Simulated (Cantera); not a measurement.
# Catalytic combustion on Pt

An isothermal plug-flow reactor at 475 K and 5330 Torr (inlet), inlet velocity 0.15 m/s, active area per volume 4900 1/m; feed 0.268 % H2, 3.35 % O2, 88.3 % N2, 8.05 % H2O, equivalence ratio 0.040.

Cantera simulation using Deutschmann's 1995 Pt surface mechanism with GRI-Mech 3.0 gas chemistry; the numbers are that mechanism's predictions, not measurements. Catalytic surfaces can have several steady states; this one follows from the mechanism file's or the stated starting coverage. Mass transfer to the wall is taken as infinitely fast.

| z (m) | x H2 | x O2 | x H2O | θ free Pt | θ O* | θ OH* |
|---|---|---|---|---|---|---|
| 5.6e-05 | 0.000406 | 0.0324 | 0.0829 | 0.0178 | 0.813 | 0.166 |
| 0.00011 | 0.000223 | 0.0324 | 0.0831 | 0.00975 | 0.862 | 0.126 |
| 0.00021 | 0.000121 | 0.0323 | 0.0832 | 0.00531 | 0.898 | 0.0953 |
| 0.0004 | 6.48e-5 | 0.0323 | 0.0832 | 0.00285 | 0.926 | 0.0708 |
| 0.00078 | 3.36e-5 | 0.0323 | 0.0833 | 0.00147 | 0.947 | 0.0516 |
| 0.0015 | 1.75e-5 | 0.0323 | 0.0833 | 0.000771 | 0.961 | 0.0376 |
| 0.0029 | 9.09e-6 | 0.0322 | 0.0833 | 0.000400 | 0.972 | 0.0272 |
| 0.0056 | 4.71e-6 | 0.0322 | 0.0833 | 0.000208 | 0.980 | 0.0197 |
x: gas mole fraction; θ: surface coverage.
